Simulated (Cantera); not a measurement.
An isothermal, constant-pressure homogeneous reactor starts with 32.7 % CH4, 67.3 % CO2, at 1675 K and 101000 Pa.

Detailed kinetics in Cantera: GRI-Mech 3.0 (53 species, 325 reactions).

x: mole fraction; the columns are a selection and need not sum to one.

| t (s) | x CH4 | x CO2 | x CH3 | x C2H6 | x H2O2 | x OH |
|---|---|---|---|---|---|---|
| 2.00e-6 | 0.327 | 0.673 | 1.65e-5 | 2.16e-9 | <1e-12 | 1.00e-8 |
| 1.11e-5 | 0.327 | 0.673 | [?] | [?] | <1e-12 | 1.02e-8 |
| 6.13e-5 | 0.326 | 0.673 | 0.000426 | 4.40e-5 | <1e-12 | 1.41e-8 |
| 0.000340 | 0.322 | 0.672 | 0.000988 | 0.000796 | <1e-12 | 4.31e-8 |
| 0.00188 | 0.283 | 0.654 | 0.00125 | 0.00151 | <1e-12 | 2.66e-7 |
| 0.0104 | 0.172 | 0.545 | 0.000679 | 0.000407 | <1e-12 | 9.47e-7 |
| 0.0576 | 0.0400 | 0.282 | 0.000253 | 5.36e-5 | 3.17e-12 | 3.53e-6 |
| 0.319 | 0.0149 | 0.158 | 9.14e-5 | 6.50e-6 | 2.25e-12 | 2.98e-6 |
| 1.77 | [?] | [?] | [?] | [?] | <1e-12 | [?] |
| 9.78 | 0.000175 | 0.0787 | 7.96e-7 | 4.98e-10 | <1e-12 | 1.42e-6 |
| 54.2 | 4.56e-8 | 0.0785 | 2.09e-10 | <1e-12 | <1e-12 | 1.43e-6 |
| 300 | 4.56e-8 | 0.0785 | 2.09e-10 | <1e-12 | <1e-12 | 1.43e-6 |

Question: Fill in the missing entries.

Answer: 
- 1.11e-5, x CH3: 9.22e-5
- 1.11e-5, x C2H6: 3.76e-7
- 1.77, x CH4: 0.00622
- 1.77, x CO2: 0.0934
- 1.77, x CH3: 3.00e-5
- 1.77, x C2H6: 6.96e-7
- 1.77, x OH: 1.68e-6
